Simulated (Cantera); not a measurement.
Gas mixture: O₂ = 0.14 (molar parts), at 21.8 Torr, frozen composition.

Cantera's kinetic-theory transport with the Lennard-Jones parameters of GRI-Mech 3.0, ideal gas; thermal conductivity in the multicomponent form.

D: mixture-averaged diffusion coefficient of that species in the mixture.

| T (K) | ρ (kg/m³) | cp (J/kg/K) | μ (µPa s) | λ (mW/m/K) | Pr | D (cm²/s) O | D (cm²/s) H | D (cm²/s) NH₃ |
|---|---|---|---|---|---|---|---|---|
| 400 | 0.0279 | 941.4 | 25.6 | 33.9 | 0.712 | 19.0 | 74.2 | 13.5 |
| 500 | 0.0223 | 971.4 | … | … | 0.711 | … | … | … |
| 600 | 0.0186 | 1003 | 34.1 | 48.1 | 0.710 | 37.9 | 150 | 28.4 |
| 700 | 0.0159 | 1031 | 37.8 | 54.9 | 0.710 | 49.1 | 195 | 37.4 |
| 800 | 0.0140 | 1055 | 41.4 | … | 0.710 | … | … | … |
| 900 | 0.0124 | 1074 | 44.7 | 67.7 | 0.709 | 74.7 | 298 | 58.1 |

**Question.** Fill in the missing entries.

**Answer.** 
- 500, μ (µPa s): 30.0
- 500, λ (mW/m/K): 41.1
- 500, D (cm²/s) O: 27.8
- 500, D (cm²/s) H: 110
- 500, D (cm²/s) NH₃: 20.4
- 800, λ (mW/m/K): 61.5
- 800, D (cm²/s) O: 61.4
- 800, D (cm²/s) H: 244
- 800, D (cm²/s) NH₃: 47.3
